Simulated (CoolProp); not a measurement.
Dodecamethylpentasiloxane (MD3M) at several states: density (kg/m³) from the reference equation and from simpler models built on Tc = 628.0 K, pc = 954.0 kPa, ω = 0.730; each cubic takes its own stable root.

The numbers come from the reference Helmholtz-energy equation of state, Thol 2019 in CoolProp.

| T (K) | p (kPa) | phase | reference | van der Waals | Redlich-Kwong | Peng-Robinson |
|---|---|---|---|---|---|---|
| 261.7 | 4200 | liquid | [?] | 497.5 | 727.8 | 844.9 |
| 406.6 | 20 | liquid | 763.0 | 2.317 | 2.333 | 757.2 |
| 215.6 | 620 | liquid | [?] | 500.0 | 743.3 | 858.5 |
| 280.3 | 89.9 | liquid | 887.2 | 474.8 | 706.4 | 833.2 |
| 290.6 | 15.2 | liquid | [?] | 2.490 | 699.7 | 828.5 |
| 359.8 | 68.5 | liquid | [?] | 441.3 | [?] | 790.9 |

**Question.** Complete the blanks.

**Answer.** 
- 261.7, reference: 909.4
- 215.6, reference: 951.1
- 290.6, reference: 877.1
- 359.8, reference: 810.1
- 359.8, Redlich-Kwong: 651.8

At some of these states van der Waals, Redlich-Kwong gives the other phase, because its saturation line lies elsewhere.
